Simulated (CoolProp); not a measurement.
Model: reference Helmholtz-energy equation of state, Zhou 2012, in CoolProp.

### Question
For o-xylene, give the phase and the speed of sound (m/s), Joule-Thomson coefficient (K/MPa), viscosity (µPa s), fugacity coefficient at 472.8 K and 5.54 MPa; 553.4 K and 5.54 MPa.

### Answer
- 472.8 K and 5.54 MPa: liquid; speed of sound 756, Joule-Thomson coefficient -0.196, viscosity 187, fugacity coefficient 0.0712
- 553.4 K and 5.54 MPa: liquid; speed of sound 498, Joule-Thomson coefficient 0.121, viscosity 118, fugacity coefficient 0.231

Viscosity comes from a separate model (Cao 2016).
